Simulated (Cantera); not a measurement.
A perfectly stirred reactor is fed with H₂ : O₂ : N₂ = 1 : 0.769 : 2.89 (molar parts), equivalence ratio 0.65, at 1.01 bar; it is adiabatic with a 400 K inlet, and is followed from long to short residence time, starting on the burning branch (τ in s: 0.34, 0.097, 0.028, 0.0078, 0.0022, 0.00063, 0.00018, 5.1e-05, 1.5e-05, 4.1e-06).

Detailed kinetics in Cantera: GRI-Mech 3.0 (53 species, 325 reactions).

Question: Predict: blow-out, bracketed by the residence times tried; x(H₂) at τ = 0.340 s; x(O₂) at τ = 0.340 s; x(H₂O₂) at τ = 0.340 s; x(H₂O) at τ = 0.340 s; x(NO) at τ = 0.340 s; x(H₂) at τ = 0.630 ms; x(O₂) at τ = 0.630 ms; x(H₂O₂) at τ = 0.630 ms; x(H₂O) at τ = 0.630 ms; x(NO) at τ = 0.630 ms.

Answer: 
```
Item                                                                          Result
------------------------------------------------  ----------------------------------
blow-out, bracketed by the residence times tried  burning at 51.0 µs, out at 15.0 µs
x(H₂) at τ = 0.340 s                                                        0.000361
x(O₂) at τ = 0.340 s                                                          0.0638
x(H₂O₂) at τ = 0.340 s                                                       1.22e-7
x(H₂O) at τ = 0.340 s                                                          0.238
x(NO) at τ = 0.340 s                                                        0.000468
x(H₂) at τ = 0.630 ms                                                        0.00820
x(O₂) at τ = 0.630 ms                                                         0.0642
x(H₂O₂) at τ = 0.630 ms                                                      6.52e-7
x(H₂O) at τ = 0.630 ms                                                         0.222
x(NO) at τ = 0.630 ms                                                        2.67e-5
```
